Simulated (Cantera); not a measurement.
Carbon deposition, reforming and gasification: C₃H₆ + H₂ + N₂

Feed: 1 mol C₃H₆, 39 mol H₂, 2.4 mol N₂, at 13.3 mbar.

Equilibrium computed with Cantera from the NASA thermochemical tables; the gas is ideal and each condensed phase is pure. Candidate condensed phases: C, C₆H₆, C₇H₈, C₈H₁₈; 92 gas species. The numbers say what is thermodynamically allowed, not how fast it happens.

| T (K) | x H₂ | x N₂ | x H | x HCN | x C₂H₂ (acetylene) | x HNC | x CH₄ | n C(graphite) |
|---|---|---|---|---|---|---|---|---|
| 1273 | 0.946 | 0.0540 | 6.01e-6 | 3.61e-5 | 3.51e-7 | 2.56e-7 | 0.000112 | 2.99 |
| 1373 | 0.946 | 0.0540 | 2.80e-5 | 8.97e-5 | 1.63e-6 | 9.65e-7 | 6.00e-5 | 2.99 |
| 1473 | 0.946 | 0.0540 | 0.000107 | 0.000197 | 6.15e-6 | 3.04e-6 | 3.50e-5 | 2.99 |
| 1573 | 0.945 | 0.0538 | 0.000342 | 0.000390 | 1.95e-5 | 8.24e-6 | 2.19e-5 | 2.98 |
| 1673 | 0.945 | 0.0537 | 0.000959 | 0.000710 | 5.38e-5 | 1.98e-5 | 1.44e-5 | 2.96 |
| 1773 | 0.943 | 0.0534 | 0.00239 | 0.00120 | 0.000132 | 4.30e-5 | 9.99e-6 | 2.93 |
| 1873 | 0.939 | 0.0529 | 0.00542 | 0.00193 | 0.000293 | 8.56e-5 | 7.17e-6 | 2.88 |
| 1973 | 0.933 | 0.0522 | 0.0113 | 0.00292 | 0.000598 | 0.000158 | 5.30e-6 | 2.81 |
| 2073 | 0.921 | 0.0512 | 0.0219 | 0.00423 | 0.00113 | 0.000273 | 3.99e-6 | 2.70 |
x: gas mole fraction; n: condensed amount in mol.

From 1273 K to 2073 K the condensed part is C(graphite). The main C-bearing gas is CH₄ at 1273 K and HCN at 2073 K.
